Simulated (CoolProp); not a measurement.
Vapour-liquid equilibrium of n-butane (1) + acetone (2) at 353.6 K; x and y are mole fractions of (1).

Computed with CoolProp (multi-fluid Helmholtz-energy mixture model, Bücker 2006 and Lemmon 2006; pair parameters Bell 2016).

```json
[
 {"x": "0.05", "bubble pressure (MPa)": "0.3369", "y at the bubble point": "0.360", "dew pressure at overall composition x (MPa)": "0.2298", "liquid density (mol/L)": "?"},
 {"x": "0.2", "bubble pressure (MPa)": "0.6013", "y at the bubble point": "0.664", "dew pressure at overall composition x (MPa)": "0.2720", "liquid density (mol/L)": "?"},
 {"x": "0.35", "bubble pressure (MPa)": "0.7550", "y at the bubble point": "0.751", "dew pressure at overall composition x (MPa)": "0.3321", "liquid density (mol/L)": "10.72"},
 {"x": "0.5", "bubble pressure (MPa)": "0.8450", "y at the bubble point": "0.796", "dew pressure at overall composition x (MPa)": "0.4244", "liquid density (mol/L)": "10.09"},
 {"x": "0.65", "bubble pressure (MPa)": "0.9087", "y at the bubble point": "0.833", "dew pressure at overall composition x (MPa)": "0.5817", "liquid density (mol/L)": "9.526"},
 {"x": "0.8", "bubble pressure (MPa)": "0.9655", "y at the bubble point": "?", "dew pressure at overall composition x (MPa)": "0.8526", "liquid density (mol/L)": "9.054"},
 {"x": "0.95", "bubble pressure (MPa)": "1.013", "y at the bubble point": "0.959", "dew pressure at overall composition x (MPa)": "1.010", "liquid density (mol/L)": "8.692"}
]
```

Task: Some entries are withheld; supply them.

Result: 
- 0.05, liquid density (mol/L): 12.13
- 0.2, liquid density (mol/L): 11.40
- 0.8, y at the bubble point: 0.880

No azeotrope shows between x = 0.05 and 0.95.

Pair parameters are fitted to limited data, so mixtures are less certain than the pure fluids. With so large a gap from Raoult's law the liquid may split in two, which this calculation doesn't test in full.
